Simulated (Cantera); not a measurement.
Charge: 1 mol V2O3, 320 mol H2, at 1175 °C and 24.0 Pa.

Cantera equilibrium calculation (NASA polynomials, part measured and part estimated; ideal gas, pure solids and liquids). Candidate condensed phases: H2O, V, VO, V2O3, V2O4, V2O5; 12 gas species. Mutual solubility and eutectic melting of coexisting phases are not modelled. VO: taken at fixed stoichiometry. Condensed phases not in the tables: the oxides between V2O3 and V2O5 other than VO2. Rates play no part.

Base state: H2 0.997, H2O 0.00270, H 0.000595 (mole fractions); condensed: VO(s) + V2O3(s).

Question: What changes in the equilibrium state with this change: V2O3 replaced by PbS?

Answer: 
```
species         before     after
------------  --------  --------
H2               0.997     0.994
Pb                   0   0.00279
H2S                  0   0.00156
H2O            0.00270         0
S2                   0  0.000461
PbS                  0  0.000321
SH                   0  0.000280
S                    0   3.03e-5
H             0.000595  0.000594
VO(s), mol        1.73         0
V2O3(s), mol     0.136         0
```
Further candidate phases: Pb, PbS, S.

Question: What changes in the equilibrium state with this change: V2O3 replaced by CuO?

Answer: 
| species | before | after |
|---|---|---|
| H2 | 0.997 | 0.993 |
| H2O | 0.00270 | 0.00311 |
| Cu | 0 | 0.00311 |
| H | 0.000595 | 0.000594 |
| VO(s), mol | 1.73 | 0 |
| V2O3(s), mol | 0.136 | 0 |
Further candidate phases: Cu, CuO, Cu(OH)2, Cu2O.
